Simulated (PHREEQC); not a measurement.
Solution (20 °C): 0.011 mol PbCl2, 0.011 mol KBr and 0.22 mol Na2SO4 per kg of water. Closed to the air; pH follows from the charge balance.

All values are PHREEQC results (ion-association model, phreeqc.dat), not measurements.

| quantity | before | after |
|---|---|---|
| pH | 5.82 | 6.04 |
| ionic strength (mol/kgw) | 0.548 | 0.00681 |
| Na+ (mol/kgw) | 0.383 | 0.00437 |
| SO4-2 (mol/kgw) | 0.148 | 0.00213 |
| NaSO4- (mol/kgw) | 0.0575 | 3.20e-5 |
| K+ (mol/kgw) | 0.00934 | 0.000109 |
| SI of Pb(OH)2 (Pb(OH)2) | -0.11 | -0.57 |
| SI of Anglesite (PbSO4) | +2.88 | +0.67 |

Task: Name the change that produced these shifts.
(A) temperature from 20 to 35 °C
(B) diluted 100-fold with water
(C) temperature from 20 to 40 °C
(D) temperature from 20 to 10 °C
(E) KBr from 0.011 to 0.0099 mol/kgw

Result: B, diluted 100-fold with water

No solid was allowed to form. Some of these states are supersaturated (in Anglesite, for instance).
